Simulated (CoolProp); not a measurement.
The numbers come from the reference Helmholtz-energy equation of state, Zhou 2011 in CoolProp.

Give the vapour pressure (MPa), liquid density (kg/m³), liquid cp (kJ/(kg K)), vapour Z of saturated dimethyl carbonate at 517.1 K.


```json
[
 {"T (K)": "517.1", "p (MPa)": "2.75", "liquid density (kg/m³)": "689", "liquid cp (kJ/(kg K))": "2.83", "vapour Z": "0.665"}
]
```
